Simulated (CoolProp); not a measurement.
Vapour-liquid equilibrium of ethylbenzene (1) + p-xylene (2) at 0.00925 MPa; x and y are mole fractions of (1).

Values from CoolProp's multi-fluid Helmholtz-energy mixture model, Zhou 2012 and Zhou 2012; pair parameters Bell 2016.

```tsv
x	bubble temperature, mixture model (°C)	bubble temperature, Raoult's law (°C)	y, mixture model	y, Raoult's law
0.05	66.8	66.8	0.055	0.054
0.2	66.4	66.6	0.215	0.212
0.35	66.1	66.3	0.368	0.367
0.5	65.9	66.0	0.517	0.518
0.65	65.7	65.8	0.663	0.667
0.8	65.5	65.5	0.809	0.812
0.95	65.2	65.3	0.953	0.953
```

The largest gap from Raoult's law is -0.2 K in bubble temperature, at x = 0.35. No azeotrope shows between x = 0.05 and 0.95.

The pair parameters rest on a limited set of measurements; away from them the model extrapolates.
